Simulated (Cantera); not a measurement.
Charge: 1 mol CH₂F₂, 11 mol H₂, equilibrated at 3.40e-5 bar.

Equilibrium computed with Cantera from the NASA thermochemical tables; the gas is ideal and each condensed phase is pure. Candidate condensed phases: C, C₆H₆, C₇H₈, C₈H₁₈; 95 gas species. Rates play no part.

Q: Which condensed phases are stable at each of these points (T (°C)): 1877, 1977, 2077, 2177, 2277, 2377, 2477, 2577, 2677, 2777, 2877, 2977?

A: 
| T (°C) | condensed phases | C condensed (%) |
|---|---|---|
| 1877 | C(graphite) | 97.0 |
| 1977 | C(graphite) | 95.0 |
| 2077 | C(graphite) | 86.6 |
| 2177 | C(graphite) | 41.4 |
| 2277 | gas only | 0.0 |
| 2377 | gas only | 0.0 |
| 2477 | gas only | 0.0 |
| 2577 | gas only | 0.0 |
| 2677 | gas only | 0.0 |
| 2777 | gas only | 0.0 |
| 2877 | gas only | 0.0 |
| 2977 | gas only | 0.0 |

From 1877 °C to 2177 °C the condensed part is C(graphite). From 2277 °C to 2977 °C nothing is condensed.
